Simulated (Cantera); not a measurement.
A freely propagating, adiabatic, planar premixed flame of 28.4 % H2, 14.6 % O2, 55.0 % N2, 2.04 % H2O, unburnt at 600 K and 270000 Pa; mixture-averaged transport, grid criteria slope 0.08 and curve 0.16, no radiation.

Model: the H2/O2 subset of GRI-Mech 3.0, which has no nitrogen chemistry, integrated in Cantera. The hydrogen kinetics of GRI-Mech 3.0 are dated; newer H2 mechanisms differ, most at raised pressure. Burning velocities carry a grid error of a few per cent, more on coarse grids.

Question: Predict: laminar burning velocity; thermal thickness; peak x(OH); peak x(O); peak x(H2O2).

Answer: 
- laminar burning velocity: 687 cm/s
- thermal thickness: 0.127 mm
- peak x(OH): 0.0180
- peak x(O): 0.0102
- peak x(H2O2): 4.69e-5
